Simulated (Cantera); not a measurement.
Cantera run:

```python
import numpy as np
import cantera as ct

gas_names = [...]  # 123 gases of nasa_gas.yaml made of C, H, O, Si
cond_names = """
    C(gr) C6H6(L) C7H8(L) C8H18(L),n-octa H2O(s) H2O(L) Si(cr) Si(L) SiC(b) SiO2(Lqz) SiO2(hqz) SiO2(L)
""".split()


# ... load() reads the species with a 1 bar reference pressure and builds the phases ...
atoms = {
    'SiO2': {'Si': 1, 'O': 2},
    'CH4': {'C': 1, 'H': 4},
    'H2': {'H': 2},
}
top_T = {'C(gr)': 4500, 'SiC(b)': 3050}  # K; cautious upper limits of use, not melting points


# ... equilibrate(T, P, feed) seeds the gas with the atoms and calls Mixture.equilibrate('TP', solver="vcs", rtol=1e-11, max_steps=5000) ...
results = []
feed = {'SiO2': 1, 'CH4': 2.5, 'H2': 8.6}  # mol
P = 5000  # Pa
for T in [1375, 1425, 1475, 1525, 1575, 1625, 1675, 1725, 1775, 1825, 1875]:
    mix = equilibrate(T, P, feed)
    results.append((T, P, feed, dict(zip(mix.species_names, mix.species_moles))))
    x = sorted(zip(gas.X, gas.species_names), reverse=True)
    print(f"T = {T:g} K  P = {P:g} Pa  gas = {mix.phase_moles(0):.4g} mol")
    print("   x: " + "  ".join(f"{s} {v:.3e}" for v, s in x if v > 1e-05))
    print("   condensed (mol): " + ("  ".join(f"{mix.phase(i).name} {mix.phase_moles(i):.4g}"
          for i in range(1, mix.n_phases) if mix.phase_moles(i) > 1e-12) or "none"))
```

Result:

```
T = 1375 K  P = 5000 Pa  gas = 14.33 mol
   x: H2 9.489e-01  CO 5.083e-02  CH4 2.241e-04  SiO 5.622e-05  H 1.493e-05  H2O 1.110e-05
   condensed (mol): C(gr) 1.405  SiC(b) 0.3637  SiO2(hqz) 0.6355
T = 1425 K  P = 5000 Pa  gas = 15.27 mol
   x: H2 8.905e-01  CO 1.091e-01  SiO 1.893e-04  CH4 1.346e-04  H 2.879e-05  H2O 1.638e-05
   condensed (mol): SiC(b) 0.8317  SiO2(hqz) 0.1654
T = 1475 K  P = 5000 Pa  gas = 15.28 mol
   x: H2 8.899e-01  CO 1.093e-01  SiO 7.422e-04  CH4 5.861e-05  H 5.471e-05  H2O 1.970e-05
   condensed (mol): SiC(b) 0.8293  SiO2(hqz) 0.1593
T = 1525 K  P = 5000 Pa  gas = 15.32 mol
   x: H2 8.876e-01  CO 1.096e-01  SiO 2.652e-03  H 9.967e-05  CH4 2.693e-05  H2O 2.335e-05
   condensed (mol): SiC(b) 0.8198  SiO2(hqz) 0.1396
T = 1575 K  P = 5000 Pa  gas = 15.45 mol
   x: H2 8.803e-01  CO 1.108e-01  SiO 8.701e-03  H 1.744e-04  H2O 2.729e-05  CH4 1.292e-05
   condensed (mol): SiC(b) 0.7886  SiO2(hqz) 0.07699
T = 1625 K  P = 5000 Pa  gas = 15.6 mol
   x: H2 8.715e-01  CO 1.121e-01  SiO 1.602e-02  H 2.946e-04  H2O 2.452e-05
   condensed (mol): SiC(b) 0.7501
T = 1675 K  P = 5000 Pa  gas = 15.6 mol
   x: H2 8.713e-01  CO 1.121e-01  SiO 1.602e-02  H 4.847e-04  H2O 1.672e-05
   condensed (mol): SiC(b) 0.75
T = 1725 K  P = 5000 Pa  gas = 15.61 mol
   x: H2 8.711e-01  CO 1.121e-01  SiO 1.602e-02  H 7.752e-04  H2O 1.166e-05
   condensed (mol): SiC(b) 0.75
T = 1775 K  P = 5000 Pa  gas = 15.61 mol
   x: H2 8.706e-01  CO 1.121e-01  SiO 1.602e-02  H 1.208e-03
   condensed (mol): SiC(b) 0.7499
T = 1825 K  P = 5000 Pa  gas = 15.61 mol
   x: H2 8.700e-01  CO 1.121e-01  SiO 1.601e-02  H 1.837e-03  Si 1.200e-05
   condensed (mol): SiC(b) 0.7497
T = 1875 K  P = 5000 Pa  gas = 15.62 mol
   x: H2 8.692e-01  CO 1.120e-01  SiO 1.600e-02  H 2.733e-03  Si 2.773e-05  C2H2,acetylene 1.318e-05
   condensed (mol): SiC(b) 0.7495
```

These are equilibrium values from Cantera (NASA tables, ideal gas, pure condensed phases), not measurements of a reactor. Mutual solubility and eutectic melting of coexisting phases are not modelled. The tables hold silica as quartz up to 1696 K and as liquid above; real silica turns to tridymite and cristobalite and melts near 1996 K.
